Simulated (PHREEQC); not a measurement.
Solution (50 °C): 8.7 mmol/kgw HCl, 0.059 mmol/kgw AlCl3 and 150 mmol/kgw MgCl2. Closed to the air; pH follows from the charge balance.

All values are PHREEQC results (ion-association model, phreeqc.dat), not measurements.

```
quantity           before     after
---------------  --------  --------
pH                   2.18      2.19
MgOH+ (mol/kgw)  2.56e-10  5.41e-10
```

Problem. What was changed between the two runs?
A) AlCl3 from 5.9e-05 to 5.31e-05 mol/kgw
B) AlCl3 left out
C) HCl left out
D) MgCl2 from 0.15 to 0.3 mol/kgw
E) HCl from 0.0087 to 0.00087 mol/kgw

Solution. D, MgCl2 from 0.15 to 0.3 mol/kgw

This is a speciation only: nothing precipitates in the calculation. The ionic strength passes 0.7 mol/kgw, the rough limit of the ion-association models, in after. Constants without temperature data keep their 25 °C values here.
